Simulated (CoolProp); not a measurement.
Computed with CoolProp (reference Helmholtz-energy equation of state, Tillner-Roth 1997).

Problem. Give the vapour pressure (kPa), liquid density (kg/m³), vapour density (kg/m³) of saturated CH2F2 (R32) at 26.65 °C.

Solution. 
```json
[
 {"T (°C)": "26.65", "p (kPa)": "1770", "liquid density (kg/m³)": "954", "vapour density (kg/m³)": "49.7"}
]
```
